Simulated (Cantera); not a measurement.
What does this Cantera script print?

```python
import numpy as np
import cantera as ct

gas_names = """
    B BH BH2 BH3 BN BO BO2 B2 B2O B2O2 B2O3 B3O3H3 H HBO HBO2 HNO HNO2 HNO3 HO2 H2 H2O H2O2 H3B3O6 N NH
    NH2 NH3 NH2OH NO NO2 NO3 N2 N2H2 N2H4 N2O O OH O2 O3
""".split()
cond_names = """
    B(b) B(L) BN(s) B2O3(L) B3O3H3(cr) H2O(s) H2O(L)
""".split()


# ... load() reads the species with a 1 bar reference pressure and builds the phases ...
atoms = {
    'B2O3': {'B': 2, 'O': 3},
    'H2': {'H': 2},
    'N2': {'N': 2},
}
top_T = {'BN(s)': 3200}  # K; cautious upper limits of use, not melting points


# ... equilibrate(T, P, feed) seeds the gas with the atoms and calls Mixture.equilibrate('TP', solver="vcs", rtol=1e-11, max_steps=5000) ...
results = []
feed = {'B2O3': 1, 'H2': 6.5, 'N2': 0.12}  # mol
P = 5000  # Pa
for T in [800, 875, 950, 1025, 1100, 1175, 1250, 1325, 1400, 1475, 1550, 1625, 1700]:
    mix = equilibrate(T, P, feed)
    results.append((T, P, feed, dict(zip(mix.species_names, mix.species_moles))))

top = {s: max(r[3][s] / sum(r[3][g] for g in gas_names) for r in results) for s in gas_names}
cols = sorted((s for s in top if top[s] > 1e-06), key=lambda s: -top[s])[:8]
seen = [c for c in cond_names if any(r[3].get(c, 0) > 1e-12 for r in results)]
print("log10 of partial pressures in bar; condensed amounts in mol")
print(f"{'T/K':>10s}" + "".join(f"{s[:9]:>10s}" for s in cols + seen))
for T, P, feed, n in results:
    ng = sum(n[g] for g in gas_names)
    print(f"{T:10.4g}" + "".join(f"{np.log10(max(n[s] / ng * P / 1e5, 1e-99)):10.3f}" for s in cols)
          + "".join(f"{n.get(c, 0):10.4g}" for c in seen))
```

It prints:

```
log10 of partial pressures in bar; condensed amounts in mol
       T/K        H2      HBO2       HBO        N2      B2O3      B2O2       H2O         H     BN(s)   B2O3(L)
       800    -1.309    -9.044   -12.870    -3.051   -16.722   -21.969    -4.321   -12.193  0.004221    0.9979
       875    -1.309    -8.052   -11.214    -3.050   -14.462   -18.955    -4.324   -10.954  0.004191    0.9979
       950    -1.309    -7.228    -9.825    -3.050   -12.572   -16.427    -4.332    -9.909  0.004113    0.9979
      1025    -1.309    -6.531    -8.645    -3.050   -10.968   -14.277    -4.343    -9.015  0.004016     0.998
      1100    -1.309    -5.937    -7.629    -3.050    -9.592   -12.428    -4.357    -8.242  0.003933     0.998
      1175    -1.309    -5.424    -6.747    -3.050    -8.399   -10.820    -4.371    -7.566  0.003916    0.9978
      1250    -1.309    -4.977    -5.974    -3.050    -7.356    -9.411    -4.386    -6.970  0.004049    0.9972
      1325    -1.309    -4.584    -5.290    -3.051    -6.436    -8.165    -4.401    -6.441  0.004426    0.9957
      1400    -1.310    -4.238    -4.683    -3.052    -5.619    -7.057    -4.417    -5.968  0.005006     0.992
      1475    -1.311    -3.929    -4.139    -3.053    -4.890    -6.065    -4.433    -5.543   0.00516    0.9829
      1550    -1.314    -3.654    -3.652    -3.050    -4.235    -5.174    -4.448    -5.159  0.002439    0.9604
      1625    -1.321    -3.326    -3.295    -3.049    -3.643    -4.532    -4.304    -4.812         0    0.8993
      1700    -1.336    -2.995    -3.014    -3.059    -3.107    -4.027    -4.104    -4.500         0    0.7422
```

Method: chemical equilibrium by Gibbs-energy minimisation in Cantera with the NASA 1993 tables (ideal gas, pure condensed phases). N2 is the only nitrogen source here; it is nearly inert below about 1500 K, so the nitride shown seldom forms there in practice. Mutual solubility and eutectic melting of coexisting phases are not modelled.
